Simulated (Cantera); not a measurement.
Charge: 1 mol Fe2O3, 1.7 mol Cl2, 0.36 mol H2, equilibrated at 1498 K and 90.0 Torr.

Method: chemical equilibrium by Gibbs-energy minimisation in Cantera with the NASA 1993 tables (ideal gas, pure condensed phases). Candidate condensed phases: Fe, FeCl2, FeCl3, FeO, Fe(OH)2, Fe(OH)3, Fe2O3, Fe3O4, H2O; 22 gas species. Kinetics and transport are ignored.

Base state: FeCl2 0.273, O2 0.267, HCl 0.253, FeCl3 0.0860, Cl2 0.0709, Cl 0.0443, H2O 0.00508, Fe2Cl4 0.000357 (mole fractions); condensed: Fe2O3(s).

Problem. What changes in the equilibrium state with this change: pressure from 90.0 Torr to 0.135 Torr?

Solution. 
| species | before | after |
|---|---|---|
| FeCl2 | 0.273 | 0.356 |
| O2 | 0.267 | 0.285 |
| HCl | 0.253 | 0.207 |
| Cl | 0.0443 | 0.141 |
| FeCl3 | 0.0860 | 0.000537 |
| Cl2 | 0.0709 | 0.00108 |
| Fe2Cl4 | 0.000357 | 9.10e-7 |
| HOCl | 1.43e-5 | 4.69e-7 |
| O | 5.89e-6 | 0.000157 |
| ClO | 0.000196 | 2.50e-5 |
| Fe2O3(s), mol | 0.509 | 0 |
| Fe3O4(s), mol | 0 | 0.287 |
